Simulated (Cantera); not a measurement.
Cantera run:

```python
import numpy as np
import cantera as ct

gas_names = """
    H H2 N NH NH2 NH3 N2 N2H2 N2H4 Si SiH SiH2 SiH3 SiH4 SiN Si2 Si2N Si3
""".split()
cond_names = """
    Si(cr) Si(L) Si3N4(a)
""".split()


# ... load() reads the species with a 1 bar reference pressure and builds the phases ...
atoms = {
    'SiH4': {'Si': 1, 'H': 4},
    'N2': {'N': 2},
}
top_T = {'Si3N4(a)': 2400}  # K; cautious upper limits of use, not melting points


# ... equilibrate(T, P, feed) seeds the gas with the atoms and calls Mixture.equilibrate('TP', solver="vcs", rtol=1e-11, max_steps=5000) ...
results = []
feed = {'SiH4': 1, 'N2': 4.6}  # mol
T = 1573  # K
P = 13332.2  # Pa
mix = equilibrate(T, P, feed)
results.append((T, P, feed, dict(zip(mix.species_names, mix.species_moles))))
print(gas.report(threshold=0.0001))
for i in range(1, mix.n_phases):
    print(f"{mix.phase(i).name:16s} {mix.phase_moles(i):12.5e} mol")
```

Output:

```
       temperature   1573 K
          pressure   13332 Pa
           density   0.019623 kg/m^3
  mean mol. weight   19.25 kg/kmol
   phase of matter   gas

                          1 kg             1 kmol
                     ---------------   ---------------
          enthalpy        2.0875e+06        4.0184e+07  J
   internal energy        1.4081e+06        2.7105e+07  J
           entropy             12692        2.4432e+05  J/K
    Gibbs function       -1.7877e+07       -3.4413e+08  J
 heat capacity c_p            1776.7             34202  J/K
 heat capacity c_v            1344.8             25887  J/K

                      mass frac. Y      mole frac. X     chem. pot. / RT
                     ---------------   ---------------   ---------------
                H2          0.035297           0.33703           -21.845
                N2            0.9647            0.6629           -28.586
     [  +16 minor]        4.3809e-06        6.5746e-05

Si(cr)            0.00000e+00 mol
Si3N4(a)          3.33333e-01 mol
```

These are equilibrium values from Cantera (NASA tables, ideal gas, pure condensed phases), not measurements of a reactor.
